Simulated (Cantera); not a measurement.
A Cantera script and what it prints.

```python
import numpy as np
import cantera as ct

gas_names = """
    F F2 H HF H2 H2F2 H3F3 H4F4 H5F5 H6F6 H7F7 Pb PbF PbF2 PbF4 Pb2
""".split()
cond_names = """
    Pb(cr) Pb(L) PbF2(a) PbF2(b) PbF2(L)
""".split()


# ... load() reads the species with a 1 bar reference pressure and builds the phases ...
atoms = {
    'PbF2': {'Pb': 1, 'F': 2},
    'HF': {'H': 1, 'F': 1},
    'H2': {'H': 2},
}
top_T = {}  # K; cautious upper limits of use, not melting points


# ... equilibrate(T, P, feed) seeds the gas with the atoms and calls Mixture.equilibrate('TP', solver="vcs", rtol=1e-11, max_steps=5000) ...
results = []
feed = {'PbF2': 1, 'HF': 0.15, 'H2': 0.27}  # mol
T = 848.15  # K
P = 16  # Pa
mix = equilibrate(T, P, feed)
results.append((T, P, feed, dict(zip(mix.species_names, mix.species_moles))))
print(gas.report(threshold=1e-06))
for i in range(1, mix.n_phases):
    print(f"{mix.phase(i).name:16s} {mix.phase_moles(i):12.5e} mol")
```

It prints:

```
       temperature   848.15 K
          pressure   16 Pa
           density   6.4315e-05 kg/m^3
  mean mol. weight   28.347 kg/kmol
   phase of matter   gas

                          1 kg             1 kmol
                     ---------------   ---------------
          enthalpy       -9.8081e+06       -2.7803e+08  J
   internal energy       -1.0057e+07       -2.8508e+08  J
           entropy             10062        2.8524e+05  J/K
    Gibbs function       -1.8342e+07       -5.1995e+08  J
 heat capacity c_p            1121.4             31786  J/K
 heat capacity c_v            828.04             23472  J/K

                      mass frac. Y      mole frac. X     chem. pot. / RT
                     ---------------   ---------------   ---------------
                HF           0.68251           0.96703           -69.717
                H2        6.2293e-06        8.7589e-05           -35.195
                Pb           0.01373         0.0018784           -9.4227
               PbF        0.00051463        6.4492e-05           -61.543
              PbF2          0.037639         0.0043514           -113.66
              PbF4            0.2656          0.026586            -217.9
     [  +10 minor]        2.1466e-08        1.1487e-08

Pb(L)             2.87540e-01 mol
PbF2(b)           6.89003e-01 mol
```

Equilibrium computed with Cantera from the NASA thermochemical tables; the gas is ideal and each condensed phase is pure.
